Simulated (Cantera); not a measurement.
## Low-pressure radical oxidation in H2/O2

A perfectly stirred reactor is fed with H2 : O2 = 0.38 : 1 (molar parts), equivalence ratio 0.19, at 800 Pa; it is held at 1000 K, and followed from long to short residence time.

Cantera simulation using GRI-Mech 3.0 (53 species, 325 reactions); the numbers are that mechanism's predictions, not measurements. Radical loss at walls, strong at low pressure, is not modelled. The temperature is held fixed by assumption; the heat of reaction is taken as removed at once.

| τ (s) | x H2 | x O2 | x OH | x H2O | x O | x H2O2 |
|---|---|---|---|---|---|---|
| 0.37 | 0.00420 | 0.676 | 0.00180 | 0.310 | 0.00448 | 4.21e-7 |
| 0.20 | 0.00602 | 0.674 | 0.00226 | 0.306 | 0.00647 | 4.18e-7 |
| 0.11 | 0.00851 | 0.671 | 0.00280 | 0.299 | 0.00916 | 4.06e-7 |
| 0.060 | 0.0120 | 0.666 | 0.00346 | 0.289 | 0.0128 | 3.84e-7 |
| 0.033 | 0.0168 | 0.659 | 0.00419 | 0.273 | 0.0174 | 3.55e-7 |
| 0.018 | 0.0235 | 0.651 | 0.00497 | 0.252 | 0.0228 | 3.22e-7 |
| 0.0099 | 0.0324 | 0.643 | 0.00570 | 0.226 | 0.0277 | 2.93e-7 |
| 0.0054 | 0.0454 | 0.638 | 0.00633 | 0.197 | 0.0307 | 2.74e-7 |
| 0.0030 | 0.0643 | 0.639 | 0.00674 | 0.169 | 0.0305 | 2.68e-7 |
| 0.0016 | 0.0959 | 0.648 | 0.00677 | 0.136 | 0.0270 | 2.61e-7 |
| 0.00088 | 0.142 | 0.666 | 0.00600 | 0.0972 | 0.0207 | 2.32e-7 |
x: mole fraction; the columns are a selection and need not sum to one.
